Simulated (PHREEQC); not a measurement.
A PHREEQC speciation (ion-association model, phreeqc.dat) at 20 °C gives pH 6.96 and these molalities:

```tsv
species	mol/kgw
SO4-2	0.00778
Mg+2	0.00756
MgSO4	0.00344
Ca+2	0.000226
CaSO4	8.42e-5
H+	1.26e-7
MgOH+	9.92e-8
OH-	7.36e-8
HSO4-	4.66e-8
```

### Question
What are the element totals, and what could have been dissolved in 1 kg of water to give them?

### Answer
Several could match; the one computed here: totals Ca 0.000310, Mg 0.0110, S(6) 0.0113 mol/kgw, from 0.00031 mol/kgw CaSO4 and 0.011 mol/kgw MgSO4.

This is a speciation only: nothing precipitates in the calculation. Species that the database lacks are ignored.
